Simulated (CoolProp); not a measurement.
Computed with CoolProp (reference Helmholtz-energy equation of state, Penoncello 2003).

### Question
For CHF3 (R23), give the phase and the cp (kJ/(kg K)), Prandtl number at 375.3 K and 1720 kPa; 451.7 K and 1720 kPa.

### Answer
- 375.3 K and 1720 kPa: gas; cp 0.899, Prandtl number 0.849
- 451.7 K and 1720 kPa: gas; cp 0.967, Prandtl number 0.894

Viscosity comes from a separate model (Shan 2000). Thermal conductivity comes from a separate model (Shan 2000).
